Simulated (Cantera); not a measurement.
Feed: 1 mol Si3N4, 0.17 mol O2, 1.7 mol N2, at 1402 °C.

These are equilibrium values from Cantera (NASA tables, ideal gas, pure condensed phases), not measurements of a reactor. Candidate condensed phases: Si, SiO2, Si2N2O, Si3N4; 16 gas species. Mutual solubility and eutectic melting of coexisting phases are not modelled. The tables' values for SiN are old estimates; treat these amounts as uncertain. Kinetics and transport are ignored.

x: gas mole fraction; n: condensed amount in mol.

```
P (Pa)   x N2     x SiO      x Si     x Si2    x Si2N    x SiN  n Si(s)  n Si2N2O(s)  n Si3N4(s)
------  -----  --------  --------  --------  --------  -------  -------  -----------  ----------
1       0.876    0.0805    0.0434  0.000169  0.000153  8.46e-5     2.47            0           0
5.20    0.908    0.0834         …         …         …  3.78e-5     2.62            0           0
27      0.914    0.0840   0.00161   6.26e-6   3.00e-5  1.66e-5     2.65            0           0
140     0.975    0.0251  0.000257   8.26e-7   9.31e-6  6.24e-6        0        0.293       0.789
720     0.997   0.00280   1.65e-5   1.76e-8   4.54e-7  9.20e-7        0        0.335       0.775
3700    1.000  0.000316   1.08e-6  3.84e-10   2.25e-8  1.36e-7        0        0.339       0.774
19000   1.000         …         …         …         …  2.02e-8        0        0.340       0.773
100000  1.000   3.90e-6   4.42e-9    <1e-12  5.34e-11  2.91e-9        0        0.340       0.773
```

Question: Fill in the missing entries.

Answer: 
- 19000, x SiO: 3.57e-5
- 19000, x Si: 7.04e-8
- 19000, x Si2: 8.44e-12
- 19000, x Si2N: 1.12e-9
- 5.20, x Si: 0.00835
- 5.20, x Si2: 3.25e-5
- 5.20, x Si2N: 6.81e-5
